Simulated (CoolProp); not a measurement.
cis-2-butene along the isotherm 251.85 °C: Z from the reference equation and from simpler models built on Tc = 162.6 °C, pc = 4.236 MPa, ω = 0.202; each cubic takes its own stable root.

Model: reference Helmholtz-energy equation of state, Lemmon 2005, in CoolProp. It is a short technical equation, of lower accuracy than the large ones.

| p (MPa) | phase | reference | van der Waals | Redlich-Kwong | Peng-Robinson |
|---|---|---|---|---|---|
| 0.067 | gas | 0.9970 | 0.9970 | 0.9969 | 0.9967 |
| 0.119 | gas | 0.9947 | 0.9947 | 0.9945 | 0.9941 |
| 0.212 | gas | 0.9906 | 0.9906 | 0.9901 | 0.9895 |
| 0.377 | gas | 0.9832 | 0.9832 | 0.9824 | 0.9813 |
| 0.67 | gas | 0.9700 | 0.9698 | 0.9686 | 0.9666 |
| 1.19 | gas | 0.9462 | [?] | 0.9437 | [?] |
| 2.12 | gas | [?] | 0.8996 | 0.8980 | 0.8939 |
| 3.77 | gas | 0.8223 | 0.8092 | [?] | 0.8110 |
| 6.7 | supercritical | 0.6788 | 0.6175 | 0.6597 | 0.6752 |
| 11.9 | supercritical | 0.5572 | 0.5913 | 0.5722 | 0.5837 |
| 21.2 | supercritical | 0.7041 | 0.8523 | 0.7342 | 0.7042 |

What belongs in the gaps?


- 1.19, van der Waals: 0.9455
- 1.19, Peng-Robinson: 0.9406
- 2.12, reference: 0.9026
- 3.77, Redlich-Kwong: 0.8132
